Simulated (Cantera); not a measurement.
# Silicon nitride deposition: Si2Cl6 + N2

Charge: 1 mol Si2Cl6, 30 mol N2, held at 0.720 Torr.

Cantera equilibrium calculation (NASA polynomials, part measured and part estimated; ideal gas, pure solids and liquids). Candidate condensed phases: Si, Si3N4; 13 gas species. The feed counts by its element totals alone. The tables' values for SiCl3, SiCl are old estimates; treat these amounts as uncertain. Rates play no part.

| T (K) | log p N2 | log p Cl | log p SiCl2 | log p SiCl4 | log p SiCl3 |
|---|---|---|---|---|---|
| 1575 | -3.05 | -4.99 | -4.55 | -4.75 | -4.86 |
| 1600 | -3.05 | -4.84 | -4.52 | -4.81 | -4.86 |
| 1625 | -3.05 | -4.71 | -4.49 | -4.89 | -4.87 |
| 1650 | -3.06 | -4.60 | -4.45 | -4.99 | -4.89 |
| 1675 | -3.06 | -4.51 | -4.41 | -5.12 | -4.92 |
| 1700 | -3.06 | -4.44 | -4.38 | -5.27 | -4.97 |
| 1725 | -3.06 | -4.38 | -4.35 | -5.46 | -5.04 |
| 1750 | -3.07 | -4.34 | -4.32 | -5.67 | -5.12 |
| 1775 | -3.07 | -4.32 | -4.30 | -5.90 | -5.22 |
| 1800 | -3.07 | -4.30 | -4.29 | -6.14 | -5.32 |
| 1825 | -3.07 | -4.28 | -4.28 | -6.40 | -5.43 |
| 1850 | -3.07 | -4.27 | -4.27 | -6.65 | -5.55 |
| 1875 | -3.07 | -4.27 | -4.27 | -6.91 | -5.66 |
log p: log10 of the partial pressure in bar; nothing condenses.

From 1575 K to 1875 K nothing is condensed. The main Si-bearing gas is SiCl2 throughout.
